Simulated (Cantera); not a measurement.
A closed system holds: 1 mol SiCl₄, 0.62 mol NH₃, 2.5 mol N₂, at 1050 K and 10000 Pa.

Equilibrium computed with Cantera from the NASA thermochemical tables; the gas is ideal and each condensed phase is pure. Candidate condensed phases: NH₄Cl, Si, Si₃N₄; 28 gas species. The tables' values for SiCl₃ are old estimates; treat these amounts as uncertain. Kinetics and transport are ignored.

Base state: N₂ 0.539, HCl 0.248, SiCl₄ 0.144, H₂ 0.0678, SiHCl₃ 0.000408, SiCl₃ 0.000159 (mole fractions); condensed: Si₃N₄(s).

**Question.** What changes in the equilibrium state with this change: NH₃ from 0.62 to 13 mol?

**Answer.** 
```json
[
 {"species": "H₂", "before": "0.0678", "after": "0.587"},
 {"species": "N₂", "before": "0.539", "after": "0.280"},
 {"species": "HCl", "before": "0.248", "after": "0.133"},
 {"species": "SiCl₄", "before": "0.144", "after": "0.000246"},
 {"species": "SiCl₃", "before": "0.000159", "after": "1.49e-6"},
 {"species": "SiHCl₃", "before": "0.000408", "after": "1.13e-5"},
 {"species": "NH₃", "before": "5.50e-7", "after": "1.01e-5"},
 {"species": "Si₃N₄(s), mol", "before": "0.0999", "after": "0.331"}
]
```

**Question.** What changes in the equilibrium state with this change: 0.44 mol HF added?

**Answer.** 
| species | before | after |
|---|---|---|
| N₂ | 0.539 | 0.504 |
| HCl | 0.248 | 0.265 |
| SiCl₄ | 0.144 | 0.123 |
| SiF₄ | 0 | 0.0208 |
| H₂ | 0.0678 | 0.0856 |
| HF | 0 | 0.000236 |
| SiHF₃ | 0 | 3.55e-5 |
| SiCl₃ | 0.000159 | 0.000143 |
| Si₃N₄(s), mol | 0.0999 | 0.0795 |

**Question.** What changes in the equilibrium state with this change: N₂ from 2.5 to 21 mol?

**Answer.** 
```
species          before    after
-------------  --------  -------
N₂                0.539    0.902
HCl               0.248   0.0627
SiCl₄             0.144   0.0271
H₂               0.0678  0.00842
SiHCl₃         0.000408  3.77e-5
SiCl₃          0.000159  4.17e-5
Si₃N₄(s), mol    0.0999    0.122
```
